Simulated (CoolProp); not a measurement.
The numbers come from the reference Helmholtz-energy equation of state, McLinden 2020 in CoolProp.

### Question
Give the vapour pressure (kPa), liquid density (kg/m³), vapour density (kg/m³), enthalpy of vaporisation (kJ/kg) of saturated R1336mzz(Z) at 379.1, 415.7 K.

### Answer
```tsv
T (K)	p (kPa)	liquid density (kg/m³)	vapour density (kg/m³)	enthalpy of vaporisation (kJ/kg)
379.1	810	1120	53.9	123
415.7	1720	947	132	88.6
```
